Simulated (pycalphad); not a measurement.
## Phase fractions of Si-3.809Cu (wt.%)

Computed with pycalphad from the COST 507 light-alloy database (1999), at 1 atm. These are 1990s assessments: newer ones move some temperatures and phases. Phase fractions are per mole of atoms. Kinetics are ignored, which matters at the lower temperatures.

| T (K) | LIQUID | DIAMOND_A4 | CU19SI6_ETA |
|---|---|---|---|
| 1690 | 1.000 | - | - |
| 1610 | 0.128 | 0.872 | - |
| 1530 | ___ | ___ | - |
| 1450 | 0.048 | 0.952 | - |
| 1370 | 0.037 | 0.963 | - |
| 1290 | ___ | ___ | - |
| 1210 | 0.028 | 0.972 | - |
| 1130 | 0.026 | 0.974 | - |
| 1050 | - | 0.977 | 0.023 |
| 970 | - | 0.977 | 0.023 |
| 890 | - | 0.977 | 0.023 |
| 810 | - | 0.977 | 0.023 |
| 730 | - | 0.977 | 0.023 |
| 650 | - | 0.977 | 0.023 |
| 570 | - | 0.977 | 0.023 |

Task: Fill in the missing entries.

Result: 
- 1530, LIQUID: 0.069
- 1530, DIAMOND_A4: 0.931
- 1290, LIQUID: 0.031
- 1290, DIAMOND_A4: 0.969

Database names, with the compositions (at.%) that they take in these runs: CU19SI6_ETA: Cu 76 Si 24. DIAMOND_A4 is diamond (Si).
